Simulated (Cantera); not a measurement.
A perfectly stirred reactor is fed with 55.2 % CH4, 35.8 % H2O, 8.96 % H2, at 6.80 bar; it is held at 1523 K, and followed from long to short residence time.

Model: GRI-Mech 3.0 (53 species, 325 reactions), integrated in Cantera. GRI-Mech 3.0 stops at C3 and has no aromatics, soot or wall deposition, so with more carbon than oxygen in the feed, carbon stays in small species such as C2H2 where larger ones or solid carbon would form.

x: mole fraction; the columns are a selection and need not sum to one.

```csv
τ (s),x CH4,x H2O,x H2,x C2H6,x C2H,x CH3,x CH2CO
3.3,0.245,0.202,0.428,0.000497,1.02e-9,6.69e-5,…
1.0,0.258,0.250,0.381,0.000568,1.45e-9,7.27e-5,…
0.31,0.280,0.284,0.338,0.000589,1.62e-9,7.77e-5,1.47e-5
0.095,0.339,0.310,0.277,0.000622,1.30e-9,8.74e-5,1.39e-5
0.029,0.432,0.333,0.194,0.000843,7.19e-10,0.000107,…
0.0090,0.502,0.349,0.131,0.00116,2.48e-10,0.000125,…
0.0027,0.536,0.356,0.102,0.00123,4.02e-11,0.000131,…
0.00084,0.548,0.358,0.0926,0.000897,3.00e-12,0.000120,…
0.00026,0.551,0.358,0.0903,0.000421,<1e-12,0.000101,4.13e-10
```

Problem. What belongs in the gaps?

Solution. 
- 3.3, x CH2CO: 7.07e-6
- 1.0, x CH2CO: 1.16e-5
- 0.029, x CH2CO: 8.94e-6
- 0.0090, x CH2CO: 3.29e-6
- 0.0027, x CH2CO: 4.79e-7
- 0.00084, x CH2CO: 2.43e-8
